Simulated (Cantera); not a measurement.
An isothermal, constant-pressure homogeneous reactor starts with CO : O2 : H2O : N2 = 0.023 : 0.0034 : 0.017 : 1 (molar parts), equivalence ratio 3.4, at 1000 K and 100.0 Torr.

Cantera simulation using GRI-Mech 3.0 (53 species, 325 reactions); the numbers are that mechanism's predictions, not measurements.

Question: Predict: x(CO) at 60.0 s; x(H2O) at 60.0 s; x(H) at 60.0 s; x(H2) at 60.0 s.

Answer: 
| Property | Value |
|---|---|
| x(CO) at 60.0 s | 0.00867 (gas-phase equilibrium 0.00814) |
| x(H2O) at 60.0 s | 0.00944 (gas-phase equilibrium 0.00891) |
| x(H) at 60.0 s | 1.10e-6 (gas-phase equilibrium 5.40e-10) |
| x(H2) at 60.0 s | 0.00690 (gas-phase equilibrium 0.00744) |
